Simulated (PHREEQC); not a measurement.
# Alkaline etch or developer

A solution holds 0.17 mol/kgw KOH, 0.0013 mol/kgw Na2SiO3 and 0.0049 mol/kgw K2CO3, at 25 °C. Closed to the air; pH follows from the charge balance.

Equilibrium calculation in PHREEQC: ion-association model, phreeqc.dat.

Each row changes one thing in this solution. Precipitation was switched off in this run.

```
case                                                     pH  ionic strength (mol/kgw)  NaCO3- (mol/kgw)  HCO3- (mol/kgw)  NaHCO3 (mol/kgw)
-----------------------------------------------  ----------  ------------------------  ----------------  ---------------  ----------------
as made                                               13.08                     0.188           7.20e-5          3.60e-6           2.76e-9
KOH from 0.17 to 0.153 mol/kgw                        13.04                     0.171           7.42e-5          4.04e-6           3.15e-9
temperature from 25 to 10 °C                     (withheld)                     0.188           3.40e-5          1.54e-6           1.32e-9
Na2SiO3 replaced by NaHSO4 at the same molality       13.08                     0.186           3.63e-5          3.66e-6           1.40e-9
KOH left out                                          11.18                    0.0167        (withheld)         0.000423           4.57e-7
Na2SiO3 replaced by NaAlO2 at the same molality       13.08                     0.186           3.64e-5          3.64e-6           1.40e-9
```

### Question
Some entries are withheld; supply them.

### Answer

- temperature from 25 to 10 °C, pH: 13.62
- KOH left out, NaCO3- (mol/kgw): 0.000123

Constants without temperature data keep their 25 °C values here.
